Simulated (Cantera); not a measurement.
An isothermal, constant-pressure homogeneous reactor starts with H₂ : O₂ : N₂ = 1.6 : 1 : 18 (molar parts), equivalence ratio 0.80, at 800 K and 0.360 bar. Integrator tolerance rtol = 1e-08.

Cantera simulation using the H2/O2 subset of GRI-Mech 3.0, which has no nitrogen chemistry; the numbers are that mechanism's predictions, not measurements. Below about 950 K walls govern HO2 and H2O2 in real vessels. The temperature is held fixed by assumption; the heat of reaction is taken as removed at once.

What does this change do: temperature 800 to 898 K?


```tsv
quantity	before	after
x(H₂) at 2.00 s	0.0777 (gas-phase equilibrium <1e-12)	0.00109 (gas-phase equilibrium 4.01e-12)
x(O₂) at 2.00 s	0.0485 (gas-phase equilibrium 0.0101)	0.0106 (gas-phase equilibrium 0.0101)
x(HO₂) at 2.00 s	1.36e-8 (gas-phase equilibrium 1.22e-12)	3.09e-6 (gas-phase equilibrium 1.08e-11)
x(OH) at 2.00 s	<1e-12 (gas-phase equilibrium 4.76e-10)	9.35e-8 (gas-phase equilibrium 6.81e-9)
x(H₂O₂) at 2.00 s	9.65e-9 (gas-phase equilibrium <1e-12)	6.19e-6 (gas-phase equilibrium 3.21e-12)
x(H₂O) at 2.00 s	9.91e-9 (gas-phase equilibrium 0.0808)	0.0797 (gas-phase equilibrium 0.0808)
```

What does this change do: temperature 800 to 975 K?


```csv
quantity,before,after
x(H₂) at 2.00 s,0.0777 (gas-phase equilibrium <1e-12),9.14e-7 (gas-phase equilibrium 5.49e-11)
x(O₂) at 2.00 s,0.0485 (gas-phase equilibrium 0.0101),0.0101 (gas-phase equilibrium 0.0101)
x(HO₂) at 2.00 s,1.36e-8 (gas-phase equilibrium 1.22e-12),2.45e-8 (gas-phase equilibrium 4.42e-11)
x(OH) at 2.00 s,<1e-12 (gas-phase equilibrium 4.76e-10),2.20e-7 (gas-phase equilibrium 3.80e-8)
x(H₂O₂) at 2.00 s,9.65e-9 (gas-phase equilibrium <1e-12),4.65e-10 (gas-phase equilibrium 9.88e-12)
x(H₂O) at 2.00 s,9.91e-9 (gas-phase equilibrium 0.0808),0.0808 (gas-phase equilibrium 0.0808)
```
